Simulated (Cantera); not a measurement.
Mixture: CH₄ : O₂ : N₂ = 1 : 2.5 : 9.4 (molar parts), at 75000 Pa, adiabatic and at constant pressure. Ignition delay is the time to a rise of 400 K.

Computed with Cantera and GRI-Mech 3.0 (53 species, 325 reactions).

### Question
Predict: delay at 1000 K; delay at 1075 K; delay at 1150 K; delay at 1225 K; delay at 1300 K; delay at 1375 K; delay at 1450 K; apparent activation energy between 1300 and 1450 K.

### Answer
```json
{
 "delay at 1000 K": "1.33 s",
 "delay at 1075 K": "0.364 s",
 "delay at 1150 K": "0.110 s",
 "delay at 1225 K": "36.2 ms",
 "delay at 1300 K": "13.1 ms",
 "delay at 1375 K": "5.16 ms",
 "delay at 1450 K": "2.23 ms",
 "apparent activation energy between 1300 and 1450 K": "180 kJ/mol"
}
```
